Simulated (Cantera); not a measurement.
Cantera run:

```python
import numpy as np
import cantera as ct

gas_names = [...]  # 110 gases of nasa_gas.yaml made of C, H, O
cond_names = """
    C(gr) C6H6(L) C7H8(L) C8H18(L),n-octa H2O(s) H2O(L)
""".split()


# ... load() reads the species with a 1 bar reference pressure and builds the phases ...
atoms = {
    'acetone': {'C': 3, 'H': 6, 'O': 1},
    'O2': {'O': 2},
    'H2': {'H': 2},
}
top_T = {'C(gr)': 4500}  # K; cautious upper limits of use, not melting points


# ... equilibrate(T, P, feed) seeds the gas with the atoms and calls Mixture.equilibrate('TP', solver="vcs", rtol=1e-11, max_steps=5000) ...
results = []
T = 1348  # K
P = 6500000  # Pa
for m in [0.89, 1.6, 2.9, 5.2, 9.3, 17, 30, 54, 97]:
    feed = {'acetone': 1, 'O2': 1.6, 'H2': m}  # mol
    mix = equilibrate(T, P, feed)
    results.append((T, P, feed, dict(zip(mix.species_names, mix.species_moles))))

top = {s: max(r[3][s] / sum(r[3][g] for g in gas_names) for r in results) for s in gas_names}
cols = sorted((s for s in top if top[s] > 1e-06), key=lambda s: -top[s])[:7]
seen = [c for c in cond_names if any(r[3].get(c, 0) > 1e-12 for r in results)]
print("log10 of partial pressures in bar; condensed amounts in mol")
print(f"{'n(H2)':>10s}" + "".join(f"{s[:9]:>10s}" for s in cols + seen))
for T, P, feed, n in results:
    ng = sum(n[g] for g in gas_names)
    print(f"{feed['H2']:10.4g}" + "".join(f"{np.log10(max(n[s] / ng * P / 1e5, 1e-99)):10.3f}" for s in cols)
          + "".join(f"{n.get(c, 0):10.4g}" for c in seen))
```

Result:

```
log10 of partial pressures in bar; condensed amounts in mol
     n(H2)        H2        CO       H2O       CO2       CH4      C2H6      C2H4
      0.89     1.417     1.377     0.963     0.631     0.198    -3.780    -3.700
       1.6     1.457     1.336     0.963     0.551     0.277    -3.664    -3.623
       2.9     1.511     1.267     0.959     0.424     0.372    -3.527    -3.540
       5.2     1.572     1.157     0.942     0.236     0.461    -3.409    -3.483
       9.3     1.633     0.991     0.903    -0.031     0.520    -3.353    -3.488
        17     1.690     0.749     0.826    -0.406     0.525    -3.400    -3.592
        30     1.732     0.452     0.712    -0.859     0.467    -3.557    -3.791
        54     1.763     0.081     0.554    -1.420     0.348    -3.826    -4.091
        97     1.783    -0.340     0.362    -2.053     0.180    -4.182    -4.467
```

Equilibrium computed with Cantera from the NASA thermochemical tables; the gas is ideal and each condensed phase is pure. The feed counts by its element totals alone. The ideal-gas law is rough above about 30 bar.
